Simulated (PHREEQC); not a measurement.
Dissolve 0.092 mol/kgw FeCl3, 0.0004 mol/kgw CuCl2 and 0.021 mol/kgw HCl at 20 °C. Closed to the air; pH follows from the charge balance.

Computed with PHREEQC (ion-association model, wateq4f.dat).

```json
[
 {"quantity": "pH", "before": "1.67", "after": "1.29"},
 {"quantity": "ionic strength (mol/kgw)", "before": "0.371", "after": "0.411"},
 {"quantity": "Cl- (mol/kgw)", "before": "0.228", "after": "0.225"},
 {"quantity": "Fe+3 (mol/kgw)", "before": "0.0277", "after": "0.0300"},
 {"quantity": "FeCl2+ (mol/kgw)", "before": "0.0120", "after": "0.0119"},
 {"quantity": "SI of Goethite (FeOOH)", "before": "+3.27", "after": "+2.14"},
 {"quantity": "SI of Hematite (Fe2O3)", "before": "+8.52", "after": "+6.27"}
]
```

**Question.** What was changed between the two runs?
A. diluted 10-fold with water
B. CuCl2 replaced by AlCl3 at the same molality
C. 0.044 mol/kgw HNO3 added
D. temperature from 20 to 90 °C
E. HCl from 0.021 to 0.0042 mol/kgw

**Answer.** C, 0.044 mol/kgw HNO3 added

No solid was allowed to form. Some of these states are supersaturated (in Hematite (slow to form), Goethite (slow to form), for instance).
